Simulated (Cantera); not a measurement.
**Stirred combustor or abatement burner**

A perfectly stirred reactor is fed with CH₄ : C₂H₆ : O₂ : N₂ = 1 : 0.066 : 1.24 : 4.21 (molar parts), at 760 Torr; it is adiabatic with a 600 K inlet, and is followed from long to short residence time, starting on the burning branch (τ in s: 0.19, 0.066, 0.023, 0.0078, 0.0027, 0.00091, 0.00031, 0.00011, 3.7e-05, 1.3e-05, 4.3e-06).

Model: GRI-Mech 3.0 (53 species, 325 reactions), integrated in Cantera.

| τ (s) | T (K) | x CH₄ | x C₂H₆ | x O₂ | x O | x C₂H₄ |
|---|---|---|---|---|---|---|
| 0.19 | 1991 | 0.00155 | 3.65e-7 | 9.20e-5 | 3.99e-7 | 4.66e-6 |
| 0.066 | 1996 | 0.00259 | 1.16e-6 | 0.000233 | 7.12e-7 | 1.48e-5 |
| 0.023 | 2000 | 0.00380 | 3.23e-6 | 0.000564 | 1.46e-6 | 3.95e-5 |
| 0.0078 | 1999 | 0.00518 | 8.69e-6 | 0.00134 | 3.35e-6 | 9.77e-5 |
| 0.0027 | 1987 | 0.00688 | 2.33e-5 | 0.00312 | 7.94e-6 | 0.000230 |
| 0.00091 | 1944 | 0.0102 | 7.88e-5 | 0.00806 | 1.93e-5 | 0.000611 |
| 0.00031 | 600 | 0.153 | 0.0101 | 0.190 | <1e-12 | <1e-12 |
| 0.00011 | 600 | 0.153 | 0.0101 | 0.190 | <1e-12 | <1e-12 |
| 3.7e-5 | 600 | 0.153 | 0.0101 | 0.190 | <1e-12 | <1e-12 |
| 1.3e-5 | 600 | 0.153 | 0.0101 | 0.190 | <1e-12 | <1e-12 |
| 4.3e-6 | 600 | 0.153 | 0.0101 | 0.190 | <1e-12 | <1e-12 |
x: mole fraction; the columns are a selection and need not sum to one.
